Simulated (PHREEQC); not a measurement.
Ca(OH)2 is added in steps, without added water, to 1 kg of water holding 0.0082 mol/kgw HF, 0.12 mol/kgw CsF and 0.086 mol/kgw H3PO4, at 25 °C. Oxygen alone is held at its pressure in air (log pO2 = -0.68). The system is closed to CO2. Solids allowed: Fluorite, Portlandite, Hydroxyapatite, Fluorapatite. Others were left out.

Base run: PHREEQC, ion-association model, wateq4f.dat. Each further column changes one thing. The table gives pH.

```json
[
 {"Ca(OH)2 added (mol)": "0", "base": "2.87", "metal-ligand complexes left out": "2.87", "Davies equation for every ion": "2.88", "all activity coefficients set to 1": "3.00", "Debye-Hückel limiting law": "2.83"},
 {"Ca(OH)2 added (mol)": "0.02375", "base": "3.13", "metal-ligand complexes left out": "3.13", "Davies equation for every ion": "3.14", "all activity coefficients set to 1": "(withheld)", "Debye-Hückel limiting law": "3.09"},
 {"Ca(OH)2 added (mol)": "0.03562", "base": "3.40", "metal-ligand complexes left out": "3.40", "Davies equation for every ion": "3.41", "all activity coefficients set to 1": "(withheld)", "Debye-Hückel limiting law": "3.36"},
 {"Ca(OH)2 added (mol)": "0.05937", "base": "6.45", "metal-ligand complexes left out": "6.45", "Davies equation for every ion": "6.45", "all activity coefficients set to 1": "(withheld)", "Debye-Hückel limiting law": "6.23"},
 {"Ca(OH)2 added (mol)": "0.07125", "base": "6.73", "metal-ligand complexes left out": "6.73", "Davies equation for every ion": "6.74", "all activity coefficients set to 1": "7.07", "Debye-Hückel limiting law": "6.51"},
 {"Ca(OH)2 added (mol)": "0.095", "base": "7.34", "metal-ligand complexes left out": "7.34", "Davies equation for every ion": "7.36", "all activity coefficients set to 1": "7.66", "Debye-Hückel limiting law": "7.13"},
 {"Ca(OH)2 added (mol)": "0.1187", "base": "9.78", "metal-ligand complexes left out": "9.78", "Davies equation for every ion": "9.82", "all activity coefficients set to 1": "9.73", "Debye-Hückel limiting law": "9.86"},
 {"Ca(OH)2 added (mol)": "0.1306", "base": "11.07", "metal-ligand complexes left out": "11.07", "Davies equation for every ion": "11.10", "all activity coefficients set to 1": "(withheld)", "Debye-Hückel limiting law": "11.08"},
 {"Ca(OH)2 added (mol)": "0.1544", "base": "12.50", "metal-ligand complexes left out": "12.50", "Davies equation for every ion": "12.52", "all activity coefficients set to 1": "12.63", "Debye-Hückel limiting law": "12.45"},
 {"Ca(OH)2 added (mol)": "0.1663", "base": "12.69", "metal-ligand complexes left out": "12.69", "Davies equation for every ion": "12.71", "all activity coefficients set to 1": "12.82", "Debye-Hückel limiting law": "12.64"},
 {"Ca(OH)2 added (mol)": "0.19", "base": "12.80", "metal-ligand complexes left out": "12.80", "Davies equation for every ion": "12.82", "all activity coefficients set to 1": "12.93", "Debye-Hückel limiting law": "12.75"}
]
```

### Question
Some entries are withheld; supply them.

### Answer

- 0.02375, all activity coefficients set to 1: 3.25
- 0.03562, all activity coefficients set to 1: 3.53
- 0.05937, all activity coefficients set to 1: 6.81
- 0.1306, all activity coefficients set to 1: 11.31

wateq4f.dat counts part of the HF as a dimer, H2F2, which phreeqc.dat doesn't know; its constant is uncertain. H3PO4, which wateq4f.dat lacks, is added to it with the constant of phreeqc.dat.
